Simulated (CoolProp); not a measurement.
Properties of R245ca along the isotherm 418.4 K (Tc = 447.6 K, pc = 39.41 bar, ω = 0.355).

Computed with CoolProp (reference Helmholtz-energy equation of state, Zhou 2016).

```tsv
p (bar)	phase	cp (kJ/(kg K))	cv (kJ/(kg K))	expansivity (1/kK)
0.187	gas	1.118	1.055	2.408
0.425	gas	1.119	1.055	2.431
0.968	gas	1.122	1.057	2.484
2.2	gas	1.130	1.060	2.612
5.01	gas	1.151	1.068	2.950
11.4	gas	1.221	1.090	4.089
26	liquid	1.898	1.164	6.969
59.1	liquid	1.670	1.155	4.151
```
